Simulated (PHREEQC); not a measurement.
Solution (25 °C): 0.008 mol CuCl2, 0.00088 mol HBF4 and 0.0019 mol FeCl3 per kg of water. Closed to the air; pH follows from the charge balance.

All values are PHREEQC results (ion-association model, wateq4f.dat), not measurements.

```json
[
 {"quantity": "pH", "before": "2.54", "after": "2.54"},
 {"quantity": "ionic strength (mol/kgw)", "before": "0.0300", "after": "0.0308"},
 {"quantity": "HF (mol/kgw)", "before": "0.000277", "after": "0.000211"},
 {"quantity": "F- (mol/kgw)", "before": "7.75e-5", "after": "5.77e-5"},
 {"quantity": "BF2(OH)2- (mol/kgw)", "before": "5.50e-7", "after": "3.12e-7"},
 {"quantity": "H2F2 (mol/kgw)", "before": "2.02e-7", "after": "1.17e-7"}
]
```

Question: Name the change that produced these shifts.
A. FeCl3 from 0.0019 to 0.00209 mol/kgw
B. CuCl2 from 0.008 to 0.012 mol/kgw
C. CuCl2 left out
D. FeCl3 replaced by ZnCl2 at the same molality
E. diluted 100-fold with water

Answer: A, FeCl3 from 0.0019 to 0.00209 mol/kgw

No solid was allowed to form. Some of these states are supersaturated (in Hematite (slow to form), Goethite (slow to form), for instance). Real BF4- forms and hydrolyses slowly; the run takes it at equilibrium. Fluoro complexes past AlF4- and FeF3 are missing from the database.
